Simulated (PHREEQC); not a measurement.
Make-up at 20 °C: 0.0083 mol/kgw MgCl2, 0.00019 mol/kgw NaF and 0.0002 mol/kgw NaCl. Closed to the air; pH follows from the charge balance.

Computed with PHREEQC (ion-association model, phreeqc.dat).

Each row changes one thing in this solution. Precipitation was switched off in this run.

```csv
case,pH,SI of Halite (NaCl)
as made,6.90,-6.88
NaCl from 0.0002 to 0.001 mol/kgw,6.90,-6.38
NaF left out,6.87,-7.17
MgCl2 from 0.0083 to 0.0166 mol/kgw,6.82,-6.62
MgCl2 left out,7.13,-8.69
```

Species that the database lacks are ignored.
